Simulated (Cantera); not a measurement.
Cantera run:

```python
import numpy as np
import cantera as ct

gas_names = """
    CL CLO CL2 H HCL HOCL HO2 H2 H2O H2O2 O OH O2 O3 Si SiCL SiCL2 SiCL3 SiCL4 SiH SiHCL3 SiH2 SiH2CL2
    SiH3 SiH3CL SiH4 SiO SiO2 Si2 Si3
""".split()
cond_names = """
    H2O(s) H2O(L) Si(cr) Si(L) SiO2(Lqz) SiO2(hqz) SiO2(L)
""".split()


# ... load() reads the species with a 1 bar reference pressure and builds the phases ...
atoms = {
    'SiO2': {'Si': 1, 'O': 2},
    'HCl': {'H': 1, 'CL': 1},
    'H2': {'H': 2},
    'Cl2': {'CL': 2},
}
top_T = {}  # K; cautious upper limits of use, not melting points


# ... equilibrate(T, P, feed) seeds the gas with the atoms and calls Mixture.equilibrate('TP', solver="vcs", rtol=1e-11, max_steps=5000) ...
results = []
T = 1400  # K
P = 8.1  # Pa
for m in [0.34, 0.59, 1, 1.8, 3.1, 5.4, 9.4, 16, 29]:
    feed = {'SiO2': 1, 'HCl': 9.2, 'H2': m, 'Cl2': 2.4}  # mol
    mix = equilibrate(T, P, feed)
    results.append((T, P, feed, dict(zip(mix.species_names, mix.species_moles))))

top = {s: max(r[3][s] / sum(r[3][g] for g in gas_names) for r in results) for s in gas_names}
cols = sorted((s for s in top if top[s] > 1e-05), key=lambda s: -top[s])[:8]
seen = [c for c in cond_names if any(r[3].get(c, 0) > 1e-12 for r in results)]
print("log10 of partial pressures in bar; condensed amounts in mol")
print(f"{'n(H2)':>10s}" + "".join(f"{s[:9]:>10s}" for s in cols + seen))
for T, P, feed, n in results:
    ng = sum(n[g] for g in gas_names)
    print(f"{feed['H2']:10.4g}" + "".join(f"{np.log10(max(n[s] / ng * P / 1e5, 1e-99)):10.3f}" for s in cols)
          + "".join(f"{n.get(c, 0):10.4g}" for c in seen))
```

Result:

```
log10 of partial pressures in bar; condensed amounts in mol
     n(H2)       HCL        H2        CL       CL2       H2O       SiO         H     SiCL4 SiO2(hqz)
      0.34    -4.239    -9.988    -4.643    -6.194    -8.719   -11.383   -10.307    -8.988    0.9998
      0.59    -4.219    -9.838    -4.697    -6.302    -8.687   -11.266   -10.232    -8.971    0.9998
         1    -4.187    -9.558    -4.805    -6.518    -8.639   -11.033   -10.092    -8.938    0.9998
       1.8    -4.130    -8.725    -5.165    -7.238    -8.556   -10.283    -9.675    -8.877    0.9998
       3.1    -4.114    -5.408    -6.807   -10.522    -7.753    -7.769    -8.017   -10.419    0.9969
       5.4    -4.177    -4.845    -7.151   -11.210    -7.477    -7.483    -7.736   -11.221     0.993
       9.4    -4.268    -4.570    -7.381   -11.669    -7.341    -7.343    -7.598   -11.860    0.9882
        16    -4.387    -4.400    -7.584   -12.076    -7.257    -7.258    -7.513   -12.503    0.9811
        29    -4.555    -4.276    -7.814   -12.535    -7.195    -7.196    -7.451   -13.297     0.968
```

These are equilibrium values from Cantera (NASA tables, ideal gas, pure condensed phases), not measurements of a reactor. The tables hold silica as quartz up to 1696 K and as liquid above; real silica turns to tridymite and cristobalite and melts near 1996 K.
